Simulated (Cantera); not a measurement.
A Cantera script and its output.

```python
import numpy as np
import cantera as ct

gas = ct.Solution("gri30.yaml")
gas.TPX = 598, 34000, {'CO': 1, 'H2': 0.063, 'O2': 0.625, 'N2': 2.35}
flame = ct.FreeFlame(gas, width=0.085)
flame.set_refine_criteria(ratio=3, slope=0.08, curve=0.16)
flame.transport_model = "mixture-averaged"
flame.solve(loglevel=0, auto=True)
z, T = flame.grid, flame.T
thick = (T[-1] - T[0]) / np.gradient(T, z).max()
show = ['CO', 'H2', 'O2', 'H2O', 'CO2', 'H']
print(f"laminar burning velocity  {flame.velocity[0] * 100:.3f} cm/s")
print(f"burnt temperature         {T[-1]:.1f} K")
print(f"thermal thickness         {thick * 1e3:.4f} mm")
print(f"grid points               {len(z)}")
z0 = z[flame.heat_release_rate.argmax()]
print(f"{'z/mm':>9s}{'T/K':>9s}{'u/(m/s)':>9s}" + "".join(f"{s:>11s}" for s in show))
rows = []
for k in (-3, -2, -1.5, -1, -0.5, -0.25, 0, 0.25, 0.5, 1, 2, 4, 8):
    zz = z0 + k * thick
    rows.append([k * thick, np.interp(zz, z, T), np.interp(zz, z, flame.velocity),
                 *(np.interp(zz, z, flame.X[gas.species_index(s)]) for s in show)])
    print(f"{rows[-1][0] * 1e3:9.3f}{rows[-1][1]:9.1f}{rows[-1][2]:9.3f}" + "".join(f"{x:11.3e}" for x in rows[-1][3:]))
```

Result:

```
laminar burning velocity  132.000 cm/s
burnt temperature         2370.6 K
thermal thickness         3.7573 mm
grid points               154
     z/mm      T/K  u/(m/s)         CO         H2         O2        H2O        CO2          H
  -11.272    598.0    1.320  2.476e-01  1.560e-02  1.548e-01  3.598e-12  1.764e-12  4.635e-17
   -7.515    598.0    1.320  2.476e-01  1.560e-02  1.548e-01  3.736e-10  1.743e-11  4.509e-15
   -5.636    598.0    1.320  2.476e-01  1.559e-02  1.548e-01  3.011e-09  1.803e-10  8.373e-14
   -3.757    598.0    1.320  2.477e-01  1.554e-02  1.548e-01  1.193e-07  1.685e-08  1.832e-11
   -1.879    600.1    1.324  2.478e-01  1.488e-02  1.548e-01  3.989e-05  3.972e-05  1.046e-06
   -0.939    700.5    1.539  2.425e-01  1.235e-02  1.518e-01  1.714e-03  5.449e-03  3.776e-04
    0.000   1103.6    2.385  2.015e-01  4.339e-03  1.256e-01  9.192e-03  4.847e-02  6.184e-03
    0.939   1417.3    2.994  1.404e-01  1.091e-03  8.633e-02  9.276e-03  1.164e-01  1.159e-02
    1.879   1583.1    3.292  1.098e-01  1.121e-03  7.008e-02  7.074e-03  1.523e-01  1.230e-02
    3.757   1745.4    3.585  9.538e-02  1.231e-03  6.425e-02  8.164e-03  1.704e-01  9.302e-03
    7.515   1902.4    3.865  8.593e-02  1.157e-03  6.149e-02  1.053e-02  1.829e-01  5.621e-03
   15.029   2045.8    4.113  7.444e-02  9.659e-04  5.759e-02  1.228e-02  1.972e-01  3.198e-03
   30.058   2173.0    4.327  6.191e-02  7.558e-04  5.283e-02  1.355e-02  2.124e-01  1.768e-03
```

Cantera simulation using GRI-Mech 3.0 (53 species, 325 reactions); the numbers are that mechanism's predictions, not measurements. Burning velocities carry a grid error of a few per cent, more on coarse grids.
